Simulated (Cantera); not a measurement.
Feed: 1 mol B2O3, a varied amount of HF, equilibrated at 875 °C and 10.0 Torr.

Method: chemical equilibrium by Gibbs-energy minimisation in Cantera with the NASA 1993 tables (ideal gas, pure condensed phases). Candidate condensed phases: B, B2O3, B3O3H3, H2O; 43 gas species. Gases not in the tables: H3BO3. Rates play no part.

**Question.** Which condensed phases are stable at each of these points (n(HF) (mol)): 1.8, 2.3, 3, 3.8, 5, 6.4, 8.4, 11, 14, 18, 24, 31, 40?

**Answer.** 
| n(HF) (mol) | condensed phases | B condensed (%) |
|---|---|---|
| 1.8 | B2O3(l) | 77.1 |
| 2.3 | B2O3(l) | 70.7 |
| 3 | B2O3(l) | 61.8 |
| 3.8 | B2O3(l) | 51.6 |
| 5 | B2O3(l) | 36.3 |
| 6.4 | B2O3(l) | 18.5 |
| 8.4 | gas only | 0.0 |
| 11 | gas only | 0.0 |
| 14 | gas only | 0.0 |
| 18 | gas only | 0.0 |
| 24 | gas only | 0.0 |
| 31 | gas only | 0.0 |
| 40 | gas only | 0.0 |

From 1.8 mol HF to 6.4 mol HF the condensed part is B2O3(l). From 8.4 mol HF to 40 mol HF nothing is condensed.
